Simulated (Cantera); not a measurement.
An isothermal, constant-pressure homogeneous reactor starts with CH4 : H2O : H2 = 1 : 3.7 : 1.1 (molar parts), at 1850 K and 90.0 Torr. Integrator tolerance rtol = 1e-08.

Cantera simulation using GRI-Mech 3.0 (53 species, 325 reactions); the numbers are that mechanism's predictions, not measurements.

Q: What does this change do: temperature 1850 to 1548 K?

A: 
```csv
quantity,before,after
x(CH4) at 9.00 s,8.98e-11 (gas-phase equilibrium 1.11e-10),0.0205 (gas-phase equilibrium 1.91e-9)
x(H2O) at 9.00 s,0.329 (gas-phase equilibrium 0.329),0.429 (gas-phase equilibrium 0.324)
x(H2) at 9.00 s,0.542 (gas-phase equilibrium 0.542),0.455 (gas-phase equilibrium 0.548)
x(H) at 9.00 s,0.00115 (gas-phase equilibrium 0.00115),5.99e-5 (gas-phase equilibrium 6.63e-5)
x(HCO) at 9.00 s,7.93e-9 (gas-phase equilibrium 7.93e-9),7.03e-10 (gas-phase equilibrium 1.13e-9)
x(CH2CO) at 9.00 s,<1e-12 (gas-phase equilibrium <1e-12),1.31e-5 (gas-phase equilibrium <1e-12)
x(CO2) at 9.00 s,0.0168 (gas-phase equilibrium 0.0168),0.0175 (gas-phase equilibrium 0.0224)
```

Q: What does this change do: temperature 1850 to 1375 K?

A: 
| quantity | before | after |
|---|---|---|
| x(CH4) at 9.00 s | 8.98e-11 (gas-phase equilibrium 1.11e-10) | 0.142 (gas-phase equilibrium 1.72e-8) |
| x(H2O) at 9.00 s | 0.329 (gas-phase equilibrium 0.329) | 0.621 (gas-phase equilibrium 0.318) |
| x(H2) at 9.00 s | 0.542 (gas-phase equilibrium 0.542) | 0.224 (gas-phase equilibrium 0.554) |
| x(H) at 9.00 s | 0.00115 (gas-phase equilibrium 0.00115) | 2.77e-6 (gas-phase equilibrium 7.41e-6) |
| x(HCO) at 9.00 s | 7.93e-9 (gas-phase equilibrium 7.93e-9) | 1.30e-11 (gas-phase equilibrium 2.47e-10) |
| x(CH2CO) at 9.00 s | <1e-12 (gas-phase equilibrium <1e-12) | 5.57e-6 (gas-phase equilibrium <1e-12) |
| x(CO2) at 9.00 s | 0.0168 (gas-phase equilibrium 0.0168) | 9.17e-5 (gas-phase equilibrium 0.0279) |
